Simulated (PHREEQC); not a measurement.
Make-up at 15 °C: 0.19 mol/kgw CuCl2, 0.00019 mol/kgw HNO3 and 0.18 mol/kgw NaCl. Closed to the air; pH follows from the charge balance.

The numbers come from PHREEQC with the ion-association model, phreeqc.dat.

Precipitation was switched off in this run.

Predict the pH.

pH 3.82.

In which forms is Cl present?

Cl- 93 %, CuCl+ 5.5 %, CuCl2 1.0 % of the Cl.

Complexes and solids missing from the database can't appear.
